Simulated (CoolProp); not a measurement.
Properties of carbonyl sulfide at several states.

The numbers come from the reference Helmholtz-energy equation of state, Lemmon 2006 in CoolProp. It is a short technical equation, of lower accuracy than the large ones.

```tsv
T (K)	p (kPa)	phase	cp (kJ/(kg K))	isothermal compressibility (1/MPa)
141.1	73.3	liquid	1.223	0.0005585
264.4	87.4	gas	0.6740	11.61
174.6	546	liquid	1.168	0.0007754
285.1	21700	liquid	1.204	0.001980
323.1	668	gas	0.7700	1.598
522.3	8140	supercritical	1.020	0.1438
```
